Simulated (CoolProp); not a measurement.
Vapour-liquid equilibrium of R134a (1) + R123 (2) at 8.77 bar; x and y are mole fractions of (1).

Model: multi-fluid Helmholtz-energy mixture model, Tillner-Roth 1994 and Younglove 1994; pair parameters Bell 2016, in CoolProp.

### Question
Give the bubble temperature and the first vapour's composition at x = 0.25, 0.45, 0.65. Is there an azeotrope?

### Answer
x = 0.25: 72.0 °C, y = 0.604; x = 0.45: 56.7 °C, y = 0.790; x = 0.65: 46.8 °C, y = 0.887. No azeotrope shows between x = 0.05 and 0.95.

Pair parameters are fitted to limited data, so mixtures are less certain than the pure fluids. The gap from Raoult's law changes sign with composition, which may be real or a fault of the pair parameters; it wasn't checked against measurements.
